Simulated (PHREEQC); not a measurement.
**Brine: an equilibrium model**

A solution holds 3.7 mol KCl and 0.16 mol SrCl2 per kg of water, at 25 °C and 10 atm. Closed to the air; pH follows from the charge balance.

All values are PHREEQC results (Pitzer model, pitzer.dat), not measurements.

Precipitation was switched off in this run.

Predict the activity of water, osmotic coefficient.

activity of water 0.870; osmotic coefficient 0.983.

Complexes and solids missing from the database can't appear.
